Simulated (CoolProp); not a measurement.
Properties of R143a along the isobar 21.9 MPa (Tc = 72.7 °C, pc = 3.762 MPa, ω = 0.261).

Model: reference Helmholtz-energy equation of state, Lemmon and Jacobsen 2000, in CoolProp.

```
T (°C)          phase  cp (kJ/(kg K))  isothermal compressibility (1/MPa)  expansivity (1/kK)  conductivity (mW/(m K))  Prandtl number
------  -------------  --------------  ----------------------------------  ------------------  -----------------------  --------------
-71.65         liquid           1.234                            0.001221               1.739                      123            3.09
-52.25         liquid           1.266                            0.001478               1.815                      114            2.85
-32.95         liquid             ___                            0.001803               1.904                      106            2.69
-13.55         liquid             ___                            0.002224               2.012                     98.7            2.58
5.85           liquid           1.374                            0.002775               2.144                     92.2            2.50
25.25          liquid           1.414                            0.003504               2.304                     86.3            2.42
44.55          liquid           1.454                            0.004472               2.497                      ___            2.35
63.95          liquid           1.497                            0.005776               2.725                     76.4            2.27
83.35   supercritical           1.539                                 ___               2.985                     72.3            2.19
102.65  supercritical           1.579                            0.009778               3.263                     68.8            2.10
```

Question: What belongs in the gaps?

Answer: 
- -32.95, cp (kJ/(kg K)): 1.300
- -13.55, cp (kJ/(kg K)): 1.337
- 44.55, conductivity (mW/(m K)): 81.1
- 83.35, isothermal compressibility (1/MPa): 0.007517

Viscosity comes from a separate model (Klein 1997), an estimate that may be off by 10 % or more. Thermal conductivity comes from a separate model (McLinden 2000), an estimate that may be off by 10 % or more.
